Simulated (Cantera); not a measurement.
Input: 1 mol SiH4, 0.012 mol CH4, 490 mol H2, held at 0.0160 bar.

Equilibrium computed with Cantera from the NASA thermochemical tables; the gas is ideal and each condensed phase is pure. Candidate condensed phases: C, C6H6, C7H8, C8H18, Si, SiC; 87 gas species. Mutual solubility and eutectic melting of coexisting phases are not modelled. Gases not in the tables: Si2H6 and higher silanes. Equilibrium is a limit: real reactors are often held back by kinetics, nucleation or transport. All values below are at 1850 K.

Base state: H2 0.995, H 0.00425, Si 0.000403, SiH 5.04e-5, SiH2 4.20e-5 (mole fractions); condensed: Si(l) + SiC(s).

Q: What changes in the equilibrium state with this change: SiH4 replaced by SiHCl3?

A: 
```csv
species,before,after
H2,0.995,0.989
HCl,0,0.00584
H,0.00425,0.00424
SiCl2,0,9.97e-5
Si,0.000403,0.000403
SiCl,0,1.94e-5
Cl,0,1.90e-5
SiH2,4.20e-5,4.17e-5
SiH,5.04e-5,5.03e-5
"Si(l), mol",0.738,0.679
"SiC(s), mol",0.00886,0.00886
```
The tables' values for SiCl are old estimates; treat these amounts as uncertain.
